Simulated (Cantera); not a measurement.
Input: 1 mol PbS, 85 mol H2, at 1750 °C and 1.33 mbar.

Cantera equilibrium calculation (NASA polynomials, part measured and part estimated; ideal gas, pure solids and liquids). Candidate condensed phases: Pb, PbS, S; 10 gas species. Rates play no part.

Base state: H2 0.929, H 0.0502, Pb 0.0110, S 0.00408, SH 0.00292, S2 0.00162, H2S 0.000758, PbS 0.000254 (mole fractions); condensed: gas only.

Q: What changes in the equilibrium state with this change: H2 from 85 to 0.4 mol?

A: 
```json
[
 {"species": "Pb", "before": "0.0110", "after": "0.431"},
 {"species": "H2", "before": "0.929", "after": "0.195"},
 {"species": "S2", "before": "0.00162", "after": "0.186"},
 {"species": "PbS", "before": "0.000254", "after": "0.107"},
 {"species": "S", "before": "0.00408", "after": "0.0436"},
 {"species": "SH", "before": "0.00292", "after": "0.0143"},
 {"species": "H", "before": "0.0502", "after": "0.0230"},
 {"species": "H2S", "before": "0.000758", "after": "0.00170"}
]
```

Q: What changes in the equilibrium state with this change: H2 from 85 to 3.7 mol?

A: 
```tsv
species	before	after
H2	0.929	0.665
Pb	0.0110	0.165
S2	0.00162	0.0608
PbS	0.000254	0.0234
S	0.00408	0.0250
SH	0.00292	0.0151
H	0.0502	0.0425
H2S	0.000758	0.00332
```

Q: What changes in the equilibrium state with this change: temperature from 1750 °C to 1500 °C?

A: 
| species | before | after |
|---|---|---|
| H2 | 0.929 | 0.973 |
| Pb | 0.0110 | 0.0106 |
| H | 0.0502 | 0.00768 |
| S | 0.00408 | 0.000850 |
| PbS | 0.000254 | 0.000957 |
| H2S | 0.000758 | 0.00220 |
| S2 | 0.00162 | 0.00272 |
| SH | 0.00292 | 0.00208 |
